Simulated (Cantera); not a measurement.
Hydrocarbon pyrolysis for carbon deposition

An isothermal, constant-pressure homogeneous reactor starts with CH₄ : H₂ = 1 : 6 (molar parts), at 1750 K and 13300 Pa.

Cantera simulation using GRI-Mech 3.0 (53 species, 325 reactions); the numbers are that mechanism's predictions, not measurements. GRI-Mech 3.0 stops at C3 and has no aromatics, soot or wall deposition, so with more carbon than oxygen in the feed, carbon stays in small species such as C2H2 where larger ones or solid carbon would form.

| t (s) | x CH₄ | x H₂ | x C₂H | x CH₃ | x C₂H₆ |
|---|---|---|---|---|---|
| 3.00e-6 | 0.143 | 0.857 | <1e-12 | 3.31e-6 | 4.21e-12 |
| 1.05e-5 | 0.143 | 0.857 | <1e-12 | 1.27e-5 | 2.41e-10 |
| 3.67e-5 | 0.143 | 0.857 | <1e-12 | 4.56e-5 | 1.13e-8 |
| 0.000128 | 0.143 | 0.857 | <1e-12 | 0.000160 | 4.15e-7 |
| 0.000448 | 0.142 | 0.857 | 1.52e-12 | 0.000536 | 9.17e-6 |
| 0.00157 | 0.140 | 0.858 | 7.68e-10 | 0.00130 | 5.59e-5 |
| 0.00548 | 0.128 | 0.864 | 1.72e-8 | 0.00138 | 6.00e-5 |
| 0.0191 | 0.0992 | 0.881 | 6.91e-8 | 0.00110 | 3.75e-5 |
| 0.0669 | 0.0536 | 0.906 | 1.59e-7 | 0.000636 | 1.20e-5 |
| 0.234 | 0.0192 | 0.926 | 2.39e-7 | 0.000246 | 1.74e-6 |
| 0.818 | 0.00591 | 0.934 | 2.75e-7 | 7.85e-5 | 1.92e-7 |
| 2.86 | 0.00272 | 0.935 | 2.85e-7 | 3.65e-5 | 5.86e-8 |
| 10.0 | 0.00252 | 0.935 | 2.85e-7 | 3.38e-5 | 5.34e-8 |
x: mole fraction; the columns are a selection and need not sum to one.

Equilibrium at this temperature and pressure: CH₄ 0.00252, H₂ 0.935, C₂H 2.85e-7, CH₃ 3.38e-5, C₂H₆ 5.34e-8 (gas phase only).
